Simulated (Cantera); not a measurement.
Catalytic stagnation flow on Pt

A jet of CH4 : O2 : N2 = 0.038 : 0.088 : 0.79 (molar parts), equivalence ratio 0.86 at 300 K and 66.0 Torr hits a platinum plate 2.5 cm away at a mass flux of 0.024 kg/m²/s; the plate temperature is set and raised in steps from an oxygen-covered start.

Computed with Cantera and Deutschmann's 1995 Pt surface mechanism with GRI-Mech 3.0 gas chemistry. Catalytic surfaces can have several steady states; this one follows from the mechanism file's or the stated starting coverage.

```csv
plate T (K),wall x CH4,wall x O2,wall x H2O,wall x OH,wall x CO,wall x CO2,θ free Pt,θ O*,θ OH*
850,0.0312,0.0741,0.0194,<1e-8,9.01e-6,0.0126,0.162,0.837,0.00127
900,0.0232,0.0571,0.0344,3.48e-8,9.85e-6,0.0224,0.241,0.758,0.00156
950,0.0162,0.0423,0.0473,1.05e-7,9.88e-6,0.0309,0.329,0.669,0.00164
1000,0.0114,0.0323,0.0560,2.76e-7,9.87e-6,0.0367,0.419,0.580,0.00156
1050,0.00842,0.0261,0.0614,6.43e-7,1.02e-5,0.0403,0.505,0.494,0.00140
1100,0.00657,0.0222,0.0647,1.36e-6,1.10e-5,0.0425,0.583,0.415,0.00122
1150,0.00537,0.0198,0.0667,2.65e-6,1.24e-5,0.0439,0.654,0.345,0.00104
```
x: mole fraction at the wall; θ: surface coverage.
